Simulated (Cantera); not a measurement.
Input: 1 mol HF, 0.043 mol O2, held at 3373 K.

Method: chemical equilibrium by Gibbs-energy minimisation in Cantera with the NASA 1993 tables (ideal gas, pure condensed phases). Candidate condensed phases: H2O; 22 gas species. The ideal-gas law is rough above about 30 bar. Kinetics and transport are ignored.

x: gas mole fraction; nothing condenses.

| P (Pa) | x HF | x F | x H | x O | x O2 | x OH |
|---|---|---|---|---|---|---|
| 10 | 0.0104 | 0.474 | 0.474 | 0.0416 | 1.39e-6 | 1.74e-5 |
| 200 | 0.148 | 0.403 | 0.399 | 0.0470 | 3.54e-5 | 0.000332 |
| 3900 | [?] | [?] | [?] | [?] | [?] | [?] |
| 77000 | 0.828 | 0.0642 | 0.0363 | 0.0416 | 0.0107 | 0.0103 |
| 1500000 | 0.909 | [?] | [?] | [?] | [?] | [?] |
| 30000000 | 0.933 | 0.0167 | 0.000403 | 0.00377 | 0.0341 | 0.00403 |

Question: Fill in the missing entries.

Answer: 
- 1500000, x F: 0.0297
- 1500000, x H: 0.00442
- 1500000, x O: 0.0145
- 1500000, x O2: 0.0254
- 1500000, x OH: 0.00852
- 3900, x HF: 0.573
- 3900, x F: 0.187
- 3900, x H: 0.171
- 3900, x O: 0.0593
- 3900, x O2: 0.00110
- 3900, x OH: 0.00349
